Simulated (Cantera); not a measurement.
An isothermal, constant-pressure homogeneous reactor starts with CH₄ : H₂O : H₂ = 1 : 0.45 : 0.21 (molar parts), at 2198 K and 760 Torr.

Computed with Cantera and GRI-Mech 3.0 (53 species, 325 reactions). GRI-Mech 3.0 stops at C3 and has no aromatics, soot or wall deposition, so with more carbon than oxygen in the feed, carbon stays in small species such as C2H2 where larger ones or solid carbon would form.

One state of this run: x CH₄ = 0.00542; x H₂O = 0.0197; x H₂ = 0.744; x C₂H₆ = 6.29e-7; x CH₂O = 2.79e-7. x: mole fraction; the columns are a selection and need not sum to one.

**Question.** Which value of t (s) does it belong to?
A. 60.0
B. 0.00541
C. 0.0205
D. 0.0775

**Answer.** B, 0.00541
